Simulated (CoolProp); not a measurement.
Vapour-liquid equilibrium of CH2F2 (R32) (1) + R227EA (2) at 302.5 K; x and y are mole fractions of (1).

Model: multi-fluid Helmholtz-energy mixture model, Tillner-Roth 1997 and Lemmon 2016; pair parameters Bell 2016, in CoolProp.

| x | bubble pressure, mixture model (bar) | bubble pressure, Raoult's law (bar) | y, mixture model | y, Raoult's law |
|---|---|---|---|---|
| 0.05 | 5.875 | 5.872 | 0.142 | 0.161 |
| 0.125 | 6.959 | 6.905 | 0.310 | 0.343 |
| 0.2 | 8.071 | 7.937 | 0.437 | 0.478 |
| 0.275 | 9.188 | 8.970 | 0.535 | 0.581 |
| 0.35 | 10.29 | 10.00 | 0.614 | 0.663 |
| 0.425 | 11.36 | 11.04 | 0.678 | 0.730 |
| 0.5 | 12.41 | 12.07 | 0.732 | 0.785 |
| 0.575 | 13.42 | 13.10 | 0.779 | 0.832 |
| 0.65 | 14.42 | 14.13 | 0.821 | 0.872 |
| 0.725 | 15.39 | 15.17 | 0.861 | 0.906 |
| 0.8 | 16.36 | 16.20 | 0.899 | 0.936 |
| 0.875 | 17.33 | 17.23 | 0.936 | 0.962 |
| 0.95 | 18.30 | 18.26 | 0.974 | 0.986 |

The largest gap from Raoult's law is +2.9 % in bubble pressure, at x = 0.425. No azeotrope shows between x = 0.05 and 0.95.

The pair parameters rest on a limited set of measurements; away from them the model extrapolates.
